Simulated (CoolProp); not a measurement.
Vapour-liquid equilibrium of hydrogen sulfide (1) + isobutane (2) at -34.85 °C; x and y are mole fractions of (1).

The numbers come from the multi-fluid Helmholtz-energy mixture model, Lemmon 2006 and Bücker 2006; pair parameters Kunz 2012 in CoolProp.

| x | bubble pressure, mixture model (bar) | bubble pressure, Raoult's law (bar) | y, mixture model | y, Raoult's law |
|---|---|---|---|---|
| 0.05 | 0.6535 | 0.5101 | (withheld) | 0.310 |
| 0.125 | 1.066 | 0.7193 | 0.686 | 0.549 |
| 0.2 | 1.438 | 0.9284 | (withheld) | 0.681 |
| 0.275 | (withheld) | 1.138 | 0.833 | 0.764 |
| 0.35 | 2.007 | 1.347 | 0.863 | 0.821 |
| 0.425 | (withheld) | 1.556 | 0.883 | 0.863 |
| 0.5 | 2.365 | 1.765 | 0.898 | 0.895 |
| 0.575 | 2.492 | 1.974 | 0.909 | 0.920 |
| 0.65 | 2.602 | 2.183 | 0.920 | 0.941 |
| 0.725 | (withheld) | 2.393 | (withheld) | 0.957 |
| 0.8 | 2.816 | 2.602 | 0.943 | 0.972 |
| 0.875 | (withheld) | 2.811 | 0.959 | 0.984 |
| 0.95 | (withheld) | 3.020 | 0.981 | 0.994 |

Question: Complete the blanks.

Answer: 
- 0.05, y, mixture model: 0.454
- 0.2, y, mixture model: 0.782
- 0.275, bubble pressure, mixture model (bar): 1.753
- 0.425, bubble pressure, mixture model (bar): 2.208
- 0.725, bubble pressure, mixture model (bar): 2.707
- 0.725, y, mixture model: 0.931
- 0.875, bubble pressure, mixture model (bar): 2.934
- 0.95, bubble pressure, mixture model (bar): 3.065

The largest gap from Raoult's law is +54.9 % in bubble pressure, at x = 0.2. No azeotrope shows between x = 0.05 and 0.95.

Pair parameters are fitted to limited data, so mixtures are less certain than the pure fluids. With so large a gap from Raoult's law the liquid may split in two, which this calculation doesn't test in full.
